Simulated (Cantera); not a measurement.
A closed system holds: 1 mol SiH₄, 0.016 mol C₃H₈, 140 mol H₂, at 990 Pa.

Equilibrium computed with Cantera from the NASA thermochemical tables; the gas is ideal and each condensed phase is pure. Candidate condensed phases: C, C₆H₆, C₇H₈, C₈H₁₈, Si, SiC; 87 gas species. Mutual solubility and eutectic melting of coexisting phases are not modelled. Gases not in the tables: Si₂H₆ and higher silanes. Rates play no part.

x: gas mole fraction; n: condensed amount in mol.

```csv
T (°C),x H₂,x H,x Si,x SiH,x Si₂C,n Si(s),n SiC(s),n Si(l)
1300,1.000,0.000409,5.55e-6,1.33e-6,1.46e-8,0.951,0.0480,0
1450,0.998,0.00183,9.93e-5,1.42e-5,6.87e-7,0,0.0479,0.933
1600,0.992,0.00646,0.000891,8.23e-5,1.37e-5,0,0.0459,0.802
1750,0.975,0.0188,0.00575,0.000363,0.000173,0,0.0218,0.00533
1900,0.946,…,0.00616,…,…,0,0,0
2050,0.890,…,0.00629,…,…,0,0,0
2200,0.794,0.200,0.00609,0.000149,7.07e-6,0,0,0
```

Task: Some entries are withheld; supply them.

Result: 
- 1900, x H: 0.0472
- 1900, x SiH: 0.000278
- 1900, x Si₂C: 0.000137
- 2050, x H: 0.103
- 2050, x SiH: 0.000208
- 2050, x Si₂C: 3.22e-5
